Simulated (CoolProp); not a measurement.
Methane at 258.66 K and 13.3 MPa flows at 0.083 m/s in a round tube of 6 mm bore and 45 µm roughness, fully developed (64/Re and Nu = 3.66 if laminar; Colebrook and Gnielinski if turbulent). Each further row changes one setting.

The numbers come from the reference Helmholtz-energy equation of state, Setzmann 1991 in CoolProp.

```json
[
 {"case": "as stated", "Reynolds number": "4330", "Darcy friction factor": "0.0462", "pressure drop (Pa/m)": "3.84", "heat-transfer coefficient (W/(m² K))": "?", "mass flow (kg/h)": "1.22"},
 {"case": "velocity 0.166 m/s", "Reynolds number": "8660", "Darcy friction factor": "0.0413", "pressure drop (Pa/m)": "13.7", "heat-transfer coefficient (W/(m² K))": "?", "mass flow (kg/h)": "?"},
 {"case": "diameter 12 mm", "Reynolds number": "8660", "Darcy friction factor": "?", "pressure drop (Pa/m)": "1.54", "heat-transfer coefficient (W/(m² K))": "?", "mass flow (kg/h)": "4.89"}
]
```

### Question
Fill in the missing entries.

### Answer

- as stated, heat-transfer coefficient (W/(m² K)): 193
- velocity 0.166 m/s, heat-transfer coefficient (W/(m² K)): 399
- velocity 0.166 m/s, mass flow (kg/h): 2.45
- diameter 12 mm, Darcy friction factor: 0.0370
- diameter 12 mm, heat-transfer coefficient (W/(m² K)): 180

Viscosity comes from a separate model (Quiñones-Cisneros 2006). Thermal conductivity comes from a separate model (Friend 1989).
